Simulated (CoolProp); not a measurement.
Vapour-liquid equilibrium of n-hexane (1) + toluene (2) at 0.00334 MPa; x and y are mole fractions of (1).

Values from CoolProp's multi-fluid Helmholtz-energy mixture model, Thol 2019 and Lemmon 2006; pair parameters Bell 2016.

```
x     bubble temperature (K)  y at the bubble point  dew temperature at overall composition x (K)  liquid density (mol/L)
----  ----------------------  ---------------------  --------------------------------------------  ----------------------
0.05                   289.1                  0.331                                         294.8                   9.346
0.2                    278.6                  0.687                                         292.0                   9.158
0.35                   273.3                  0.806                                         288.7                   8.930
0.5                    270.0                  0.870                                         284.8                   8.695
0.65                   267.4                  0.915                                         280.0                   8.466
0.8                    265.3                  0.953                                         273.7                   8.244
0.95                   263.2                  0.988                                         265.4                   8.033
```

No azeotrope shows between x = 0.05 and 0.95.

The pair parameters rest on a limited set of measurements; away from them the model extrapolates.
